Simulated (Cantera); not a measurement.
Feed: 1 mol Fe(CO)₅, 1.3 mol O₂, 40 mol N₂, equilibrated at 1673 K and 0.825 Torr.

These are equilibrium values from Cantera (NASA tables, ideal gas, pure condensed phases), not measurements of a reactor. Candidate condensed phases: C, Fe, Fe(CO)₅, FeO, Fe₂O₃, Fe₃O₄; 27 gas species. The tables' stoichiometric FeO is somewhat more stable than real wüstite, so its field is too wide. FeO: taken at fixed stoichiometry. Kinetics and transport are ignored.

Base state: N₂ 0.888, CO 0.0744, CO₂ 0.0366, Fe 0.00106, FeO 1.34e-5 (mole fractions); condensed: FeO(l).

What changes in the equilibrium state with this change: pressure from 0.825 Torr to 975 Torr?


```csv
species,before,after
N₂,0.888,0.889
CO,0.0744,0.0756
CO₂,0.0366,0.0356
Fe,0.00106,9.38e-7
FeO,1.34e-5,1.13e-8
"FeO(l), mol",0.952,1.000
```
